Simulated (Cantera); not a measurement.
A freely propagating, adiabatic, planar premixed flame of CH₄ : C₂H₆ : O₂ : N₂ = 1 : 0.33 : 3.71 : 14 (molar parts), unburnt at 350 K and 4.40 bar; mixture-averaged transport, grid criteria slope 0.08 and curve 0.16, no radiation.

Detailed kinetics in Cantera: GRI-Mech 3.0 (53 species, 325 reactions). Burning velocities carry a grid error of a few per cent, more on coarse grids.

### Question
How do the results move with these cheaper or finer settings: unity-Lewis-number transport; multicomponent transport; multicomponent+Soret transport; grid criteria slope 0.5, curve 1; grid criteria slope 0.25, curve 0.5; grid criteria slope 0.03, curve 0.06?

### Answer
```tsv
setting	laminar burning velocity	thermal thickness	peak x(HCN)	peak x(O)	grid points
as above	25.1 cm/s	0.153 mm	8.32e-7	0.00160	142
unity-Lewis-number transport	23.5 cm/s	0.151 mm	1.14e-6	0.00189	134
multicomponent transport	25.4 cm/s	0.154 mm	8.44e-7	0.00161	142
multicomponent+Soret transport	25.1 cm/s	0.155 mm	8.15e-7	0.00162	143
grid criteria slope 0.5, curve 1	27.6 cm/s	0.165 mm	8.20e-7	0.00161	33
grid criteria slope 0.25, curve 0.5	26.0 cm/s	0.158 mm	8.20e-7	0.00161	56
grid criteria slope 0.03, curve 0.06	24.6 cm/s	0.152 mm	8.33e-7	0.00159	346
```
The base run took very roughly 10 core-seconds.
Unity Lewis numbers drop preferential diffusion, which matters most where H2 and H carry the flame; Soret adds thermal diffusion.
